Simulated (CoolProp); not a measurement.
Aqueous ethylene glycol as a coolant, at 33 °C, 1 atm.

Values from CoolProp's Melinder's fits for secondary coolants.

```json
[
 {"mass %": "3.3", "freezing point (°C)": "-1.0", "conductivity (W/(m K))": "0.603", "density (kg/m³)": "998.5", "Prandtl number": "[?]", "viscosity (mPa s)": "0.801"},
 {"mass %": "8.7", "freezing point (°C)": "-2.9", "conductivity (W/(m K))": "0.576", "density (kg/m³)": "1005", "Prandtl number": "6.37", "viscosity (mPa s)": "0.901"},
 {"mass %": "14", "freezing point (°C)": "-5.0", "conductivity (W/(m K))": "0.550", "density (kg/m³)": "1012", "Prandtl number": "7.45", "viscosity (mPa s)": "1.02"},
 {"mass %": "19.3", "freezing point (°C)": "-7.6", "conductivity (W/(m K))": "0.525", "density (kg/m³)": "1019", "Prandtl number": "8.73", "viscosity (mPa s)": "1.17"},
 {"mass %": "24.7", "freezing point (°C)": "[?]", "conductivity (W/(m K))": "0.500", "density (kg/m³)": "1025", "Prandtl number": "10.2", "viscosity (mPa s)": "[?]"},
 {"mass %": "30", "freezing point (°C)": "-14.6", "conductivity (W/(m K))": "0.477", "density (kg/m³)": "1032", "Prandtl number": "12.0", "viscosity (mPa s)": "[?]"},
 {"mass %": "35.4", "freezing point (°C)": "-19.2", "conductivity (W/(m K))": "0.454", "density (kg/m³)": "1039", "Prandtl number": "[?]", "viscosity (mPa s)": "1.73"},
 {"mass %": "40.7", "freezing point (°C)": "-24.6", "conductivity (W/(m K))": "0.432", "density (kg/m³)": "1046", "Prandtl number": "16.3", "viscosity (mPa s)": "1.98"},
 {"mass %": "46", "freezing point (°C)": "-30.8", "conductivity (W/(m K))": "0.412", "density (kg/m³)": "1053", "Prandtl number": "19.0", "viscosity (mPa s)": "2.27"},
 {"mass %": "51.4", "freezing point (°C)": "-37.9", "conductivity (W/(m K))": "0.392", "density (kg/m³)": "1059", "Prandtl number": "22.3", "viscosity (mPa s)": "2.61"}
]
```

Fill in the missing entries.


- 3.3, Prandtl number: 5.49
- 24.7, freezing point (°C): -10.8
- 24.7, viscosity (mPa s): 1.33
- 30, viscosity (mPa s): 1.52
- 35.4, Prandtl number: 14.0
